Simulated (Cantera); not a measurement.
Feed: 1 mol FeS₂, 0.34 mol SO₃, 4.2 mol N₂, held at 1498 K.

These are equilibrium values from Cantera (NASA tables, ideal gas, pure condensed phases), not measurements of a reactor. Candidate condensed phases: Fe, FeO, FeS, FeSO₄, FeS₂, Fe₂O₃, Fe₂(SO₄)₃, Fe₃O₄, S; 19 gas species. Metal and sulfide melt together well below either melting point, which pure phases cannot show. Mutual solubility and eutectic melting of coexisting phases are not modelled. The tables' stoichiometric FeO is somewhat more stable than real wüstite, so its field is too wide. FeO, FeS: taken at fixed stoichiometry. The numbers say what is thermodynamically allowed, not how fast it happens.

### Question
Which condensed phases are stable at each of these points (P (Pa)): 1000, 3500, 13000, 45000, 160000, 560000, 2000000?

### Answer
```json
[
 {"P (Pa)": "1000", "condensed phases": "FeO(s) + FeS(l)", "Fe condensed (%)": "100.0"},
 {"P (Pa)": "3500", "condensed phases": "FeO(s) + FeS(l)", "Fe condensed (%)": "100.0"},
 {"P (Pa)": "13000", "condensed phases": "FeS(l)", "Fe condensed (%)": "100.0"},
 {"P (Pa)": "45000", "condensed phases": "FeS(l)", "Fe condensed (%)": "100.0"},
 {"P (Pa)": "160000", "condensed phases": "FeS(l)", "Fe condensed (%)": "100.0"},
 {"P (Pa)": "560000", "condensed phases": "FeS(l)", "Fe condensed (%)": "100.0"},
 {"P (Pa)": "2000000", "condensed phases": "FeS(l)", "Fe condensed (%)": "100.0"}
]
```

From 10.0 mbar to 35.0 mbar the condensed part is FeO(s) + FeS(l). From 0.130 bar to 20.0 bar the condensed part is FeS(l).
